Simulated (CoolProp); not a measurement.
Chlorine along the isotherm 431.1 K: Z from the reference equation and from simpler models built on Tc = 416.9 K, pc = 7.642 MPa, ω = 0.070; each cubic takes its own stable root.

Model: reference Helmholtz-energy equation of state, Thol 2021, in CoolProp.

```tsv
p (MPa)	phase	reference	van der Waals	Soave-Redlich-Kwong	Peng-Robinson
0.478	gas	0.9819	0.9826	0.9805	0.9782
0.955	gas	0.9634	0.9648	0.9606	0.9560
1.43	gas	0.9444	0.9465	0.9403	0.9334
1.91	gas	0.9247	0.9274	0.9192	0.9101
2.39	gas	0.9043	0.9075	0.8974	0.8862
2.87	gas	0.8832	0.8869	0.8750	0.8617
3.34	gas	0.8617	0.8659	0.8523	0.8370
3.82	gas	0.8388	0.8434	0.8282	0.8109
```
